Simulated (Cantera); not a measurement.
Feed: 1 mol CH2F2, 0.11 mol HCl, held at 2000 °C and 22.5 Torr.

These are equilibrium values from Cantera (NASA tables, ideal gas, pure condensed phases), not measurements of a reactor. Candidate condensed phases: C, C6H6, C7H8, C8H18; 118 gas species. Kinetics and transport are ignored.

Base state: HF 0.938, HCl 0.0358, Cl 0.0158, H2 0.00629, H 0.00385, F 0.000626, C2H2 (acetylene) 2.37e-5 (mole fractions); condensed: C(graphite).

Q: What changes in the equilibrium state with this change: HCl from 0.11 to 0.19 mol?

A: 
```json
[
 {"species": "HF", "before": "0.938", "after": "0.900"},
 {"species": "HCl", "before": "0.0358", "after": "0.0627"},
 {"species": "Cl", "before": "0.0158", "after": "0.0228"},
 {"species": "C2H2 (acetylene)", "before": "2.37e-5", "after": "3.50e-5"},
 {"species": "H2", "before": "0.00629", "after": "0.00929"},
 {"species": "F", "before": "0.000626", "after": "0.000494"},
 {"species": "H", "before": "0.00385", "after": "0.00467"},
 {"species": "C(graphite), mol", "before": "1.000", "after": "1.000"}
]
```
